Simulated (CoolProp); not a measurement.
Vapour-liquid equilibrium of R143a (1) + fluoroethane (R161) (2) at -72.95 °C; x and y are mole fractions of (1).

Values from CoolProp's multi-fluid Helmholtz-energy mixture model, Lemmon and Jacobsen 2000 and Wu 2012; pair parameters Bell 2016.

Give the bubble pressure and the first vapour's composition at x = 0.05, 0.55, 0.65. Is there an azeotrope?

x = 0.05: 0.1489 bar, y = 0.092; x = 0.55: 0.2053 bar, y = 0.676; x = 0.65: 0.2154 bar, y = 0.757. No azeotrope shows between x = 0.05 and 0.95.

Pair parameters are fitted to limited data, so mixtures are less certain than the pure fluids.
